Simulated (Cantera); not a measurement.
# Stirred combustor or abatement burner

A perfectly stirred reactor is fed with CH₄ : H₂ : O₂ : N₂ = 1 : 0.91 : 1.36 : 5.13 (molar parts), equivalence ratio 1.8, at 4.93 atm; it is adiabatic with a 775 K inlet, and is followed from long to short residence time, starting on the burning branch (τ in s: 0.11, 0.041, 0.016, 0.006, 0.0023, 0.00087, 0.00033, 0.00013, 4.8e-05, 1.8e-05, 7e-06).

Computed with Cantera and GRI-Mech 3.0 (53 species, 325 reactions).

```tsv
τ (s)	T (K)	x CH₄	x H₂	x O₂	x HCN	x H	x CO
0.11	2146	0.000372	0.150	2.09e-5	1.19e-5	0.000769	0.0901
0.041	2148	0.000836	0.149	5.40e-5	3.16e-5	0.000792	0.0894
0.016	2151	0.00162	0.145	0.000131	6.29e-5	0.000826	0.0878
0.0060	2156	0.00282	0.140	0.000324	9.35e-5	0.000882	0.0848
0.0023	2160	0.00434	0.132	0.000762	0.000105	0.000959	0.0807
0.00087	2158	0.00622	0.124	0.00177	9.95e-5	0.00106	0.0761
0.00033	2143	0.00865	0.115	0.00408	7.83e-5	0.00117	0.0719
0.00013	2097	0.0126	0.108	0.00957	4.34e-5	0.00122	0.0682
4.8e-5	775	0.119	0.108	0.162	<1e-12	<1e-12	<1e-12
1.8e-5	775	0.119	0.108	0.162	<1e-12	<1e-12	<1e-12
7.0e-6	775	0.119	0.108	0.162	<1e-12	<1e-12	<1e-12
```
x: mole fraction; the columns are a selection and need not sum to one.
